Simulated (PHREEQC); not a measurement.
MgCl2 is added in steps, without added water, to 1 kg of water holding 0.066 mol CuCl2 and 0.00015 mol H3BO3, at 25 °C. O2 is buffered at 0.21 atm. No CO2 enters from the air. The run lets Brucite, Tenorite, Atacamite precipitate or redissolve, and no other solid.

Base run: PHREEQC, ion-association model, wateq4f.dat. Each further column changes one thing. The table gives Atacamite (mol).

```
MgCl2 added (mol)     base  CuCl2 from 0.066 to 0.033 mol/kgw  H3BO3 from 0.00015 to 1.5e-05 mol/kgw
-----------------  -------  ---------------------------------  -------------------------------------
0                  4.52e-5                            2.51e-5                                4.52e-5
0.01875            4.68e-5                            2.73e-5                                4.68e-5
0.0375             4.79e-5                            2.87e-5                                4.79e-5
0.05625            4.87e-5                         (withheld)                                4.87e-5
0.075              4.94e-5                         (withheld)                                4.94e-5
0.09375            4.99e-5                         (withheld)                                4.99e-5
0.1062             5.02e-5                         (withheld)                                5.02e-5
0.125              5.06e-5                            3.13e-5                                5.06e-5
0.1437             5.09e-5                            3.16e-5                                5.09e-5
0.1625             5.11e-5                         (withheld)                                5.11e-5
0.1812             5.13e-5                            3.20e-5                                5.13e-5
0.2                5.14e-5                            3.21e-5                                5.14e-5
```

Problem. Some entries are withheld; supply them.

Solution. 
- 0.05625, CuCl2 from 0.066 to 0.033 mol/kgw: 2.96e-5
- 0.075, CuCl2 from 0.066 to 0.033 mol/kgw: 3.02e-5
- 0.09375, CuCl2 from 0.066 to 0.033 mol/kgw: 3.07e-5
- 0.1062, CuCl2 from 0.066 to 0.033 mol/kgw: 3.10e-5
- 0.1625, CuCl2 from 0.066 to 0.033 mol/kgw: 3.18e-5

The ionic strength passes 0.7 mol/kgw, the rough limit of the ion-association models, in part of: base; H3BO3 from 0.00015 to 1.5e-05 mol/kgw.
